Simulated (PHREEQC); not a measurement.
Consider water at 80 °C with 0.17 mol HCl, 0.077 mol LiCl and 0.0008 mol MgSO4 per kg of water. It is in equilibrium with CO2 at log p = -3.5 (atm). Otherwise closed; pH follows from the charge balance.

Computed with PHREEQC (ion-association model, phreeqc.dat).

**Question.** The ionic strength comes out as 0.249 mol/kgw. What activity coefficients do HSO4-, H+, Mg+2, LiSO4-, Cl- get?

**Answer.** HSO4- 0.71, H+ 0.77, Mg+2 0.29, LiSO4- 0.70, Cl- 0.67.

No solid was allowed to form. Species that the database lacks are ignored. Constants without temperature data keep their 25 °C values here.
